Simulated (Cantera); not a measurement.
An adiabatic, constant-volume homogeneous reactor starts with 17.7 % CO, 15.8 % H2, 14.0 % O2, 52.5 % N2, at 1123 K and 5.00 bar.

Computed with Cantera and GRI-Mech 3.0 (53 species, 325 reactions). The hydrogen kinetics of GRI-Mech 3.0 are dated; newer H2 mechanisms differ, most at raised pressure. Above 3000 K some thermodynamic fits are extrapolated.

One state of this run: T (K) = 3019; P (bar) = 12.0; x CO = 0.0932; x H2 = 0.0175; x O2 = 0.0137; x H = 0.00644; x NO = 0.0108; x N2O = 1.82e-6; x H2O2 = 1.06e-6. x: mole fraction; the columns are a selection and need not sum to one.

### Question
Which value of t (s) does it belong to?
A. 8.74e-5
B. 0.600
C. 2.47e-5
D. 7.00e-6

### Answer
B, 0.600
